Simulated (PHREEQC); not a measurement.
## Nickel, zinc or cadmium bath: speciation

Make-up at 25 °C: 13 mmol/kgw CdCl2 and 0.073 mmol/kgw NaOH. Closed to the air; pH follows from the charge balance.

The numbers come from PHREEQC with the ion-association model, wateq4f.dat.

This is a speciation only: nothing precipitates in the calculation.

Q: Estimate the pH, ionic strength.

A: pH 7.46; ionic strength 0.0253 mol/kgw.

Q: In which forms is Cl present?

A: Cl- 73 %, CdCl+ 24 %, CdCl2 2.8 % of the Cl.

Species that the database lacks are ignored.
